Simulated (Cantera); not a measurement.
Input (Python, Cantera):

```python
import numpy as np
import cantera as ct

gas = ct.Solution("gri30.yaml")
gas.TPX = 1325, 29000, {'CO': 0.022, 'O2': 0.068, 'H2O': 0.0023, 'N2': 1}
reactor = ct.IdealGasConstPressureReactor(gas, energy="off", clone=False)
net = ct.ReactorNet([reactor])
net.rtol, net.atol = 1e-08, 1e-18
show = ['CO', 'O2', 'H2O', 'H2', 'O', 'CO2', 'HO2']
times = np.geomspace(1e-06, 4, 9)

steps = ct.SolutionArray(gas, extra=["t"])
rows = []
print(f"{'t/s':>10s}{'T/K':>9s}{'P/Pa':>11s}" + "".join(f"{s:>11s}" for s in show))
for t in times:
    while net.time < t:
        t_next = net.step()
        steps.append(gas.state, t=t_next)
    rows.append([np.interp(t, steps.t, y) for y in (steps.T, steps.P, *steps(*show).X.T)])
    print(f"{t:10.3e}{rows[-1][0]:9.1f}{rows[-1][1]:11.4g}" + "".join(f"{x:11.3e}" for x in rows[-1][2:]))
rate = np.gradient(steps.T, steps.t)
print("integrator steps:", len(steps.t))
if steps.T.max() > steps.T[0] + 200:
    print(f"time of steepest temperature rise: {steps.t[rate.argmax()]:.4e} s")
gas.TPX = 1325, 29000, {'CO': 0.022, 'O2': 0.068, 'H2O': 0.0023, 'N2': 1}
gas.equilibrate("TP")
print(f"equilibrium (TP): T = {gas.T:.1f} K  " + "  ".join(f"{s} {gas[s].X[0]:.3e}" for s in show))
```

Output:

```
       t/s      T/K       P/Pa         CO         O2        H2O         H2          O        CO2        HO2
 1.000e-06   1325.0    2.9e+04  2.014e-02  6.225e-02  2.106e-03  2.169e-19  1.077e-10  1.078e-10  2.656e-13
 6.687e-06   1325.0    2.9e+04  2.014e-02  6.225e-02  2.106e-03  6.511e-17  7.200e-10  7.208e-10  1.771e-12
 4.472e-05   1325.0    2.9e+04  2.014e-02  6.225e-02  2.106e-03  2.708e-14  4.798e-09  4.836e-09  1.176e-11
 2.991e-04   1325.0    2.9e+04  2.014e-02  6.225e-02  2.106e-03  1.060e-11  3.336e-08  3.525e-08  1.289e-10
 2.000e-03   1325.0    2.9e+04  2.014e-02  6.225e-02  2.105e-03  6.753e-09  1.514e-06  1.836e-06  2.855e-08
 1.337e-02   1325.0    2.9e+04  4.068e-03  5.329e-02  1.722e-03  4.955e-05  2.651e-03  1.620e-02  2.162e-06
 8.944e-02   1325.0    2.9e+04  6.241e-05  5.271e-02  2.107e-03  9.429e-07  4.340e-05  2.028e-02  2.711e-07
 5.981e-01   1325.0    2.9e+04  1.222e-06  5.271e-02  2.124e-03  2.748e-08  1.337e-06  2.034e-02  1.273e-08
 4.000e+00   1325.0    2.9e+04  5.928e-08  5.271e-02  2.126e-03  2.991e-09  1.518e-07  2.035e-02  2.013e-09
integrator steps: 1635
equilibrium (TP): T = 1325.0 K  CO 4.145e-08  O2 5.259e-02  H2O 2.126e-03  H2 2.325e-09  O 1.181e-07  CO2 2.035e-02  HO2 1.790e-09
```

Detailed kinetics in Cantera: GRI-Mech 3.0 (53 species, 325 reactions).
